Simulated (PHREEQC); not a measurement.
# Metal-bearing waste water

A solution holds 0.0013 mol/kgw ZnSO4, 0.017 mol/kgw CuCl2 and 0.0087 mol/kgw H2SO4, at 25 °C. It is in equilibrium with CO2 at log p = -2 (atm). Otherwise closed; pH follows from the charge balance.

Equilibrium calculation in PHREEQC: ion-association model, phreeqc.dat.

Precipitation was switched off in this run.

Task: What pH, ionic strength does the model give?

Result: pH 1.91; ionic strength 0.0648 mol/kgw.

Task: In which forms is Cu present?

Result: Cu+2 82 %, CuSO4 14 %, CuCl+ 3.3 % of the Cu.
